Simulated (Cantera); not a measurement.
An isothermal, constant-pressure homogeneous reactor starts with CO : O2 : H2O : N2 = 0.021 : 0.0021 : 0.024 : 1 (molar parts), equivalence ratio 5.0, at 1325 K and 2.30 bar.

Model: GRI-Mech 3.0 (53 species, 325 reactions), integrated in Cantera.

x: mole fraction; the columns are a selection and need not sum to one.

```tsv
t (s)	x CO	x O2	x H2O	x H	x OH	x CO2	x HO2
3.00e-5	0.0201	0.00201	0.0229	2.18e-10	1.81e-10	1.13e-9	2.70e-11
0.000150	0.0201	0.00201	0.0229	5.54e-9	2.24e-9	2.09e-8	8.64e-10
0.000754	0.0200	0.00200	0.0229	___	___	___	___
0.00378	___	___	0.0174	___	___	___	___
0.0189	0.00953	1.38e-8	0.0164	4.06e-5	1.46e-6	0.0106	1.43e-11
0.0949	0.00925	4.20e-10	0.0161	7.70e-6	2.63e-7	0.0108	<1e-12
0.475	0.00914	1.53e-11	0.0160	1.54e-6	5.16e-8	0.0110	<1e-12
2.38	0.00909	<1e-12	0.0160	3.35e-7	1.12e-8	0.0110	<1e-12
11.9	0.00907	<1e-12	0.0160	1.10e-7	3.64e-9	0.0110	<1e-12
59.9	0.00906	<1e-12	0.0159	9.11e-8	3.02e-9	0.0110	<1e-12
300	0.00906	<1e-12	0.0159	9.10e-8	3.01e-9	0.0110	<1e-12
```

Q: Fill in the missing entries.

A: 
- 0.000754, x H: 4.59e-6
- 0.000754, x OH: 1.74e-6
- 0.000754, x CO2: 2.25e-5
- 0.000754, x HO2: 6.62e-7
- 0.00378, x CO: 0.0105
- 0.00378, x O2: 1.38e-6
- 0.00378, x H: 0.000279
- 0.00378, x OH: 1.19e-5
- 0.00378, x CO2: 0.00961
- 0.00378, x HO2: 1.37e-9
